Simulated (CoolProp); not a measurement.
Ethane at 293.15 K and 8.52 MPa is throttled through a valve to 4.46 MPa with no heat exchange. Each further row changes one setting.

The numbers come from the reference Helmholtz-energy equation of state, Bücker 2006 in CoolProp.

```
case                      temperature change (K)  final phase  final density (kg/m³)
------------------------  ----------------------  -----------  ---------------------
as stated                                    ___       liquid                    365
outlet pressure 1.34 MPa                     ___          ___                   63.5
outlet pressure 5.8 MPa                     -2.0       liquid                    374
```

Task: Complete the blanks.

Result: 
- as stated, temperature change (K): -3.4
- outlet pressure 1.34 MPa, temperature change (K): -42.1
- outlet pressure 1.34 MPa, final phase: two-phase, vapour fraction 0.348
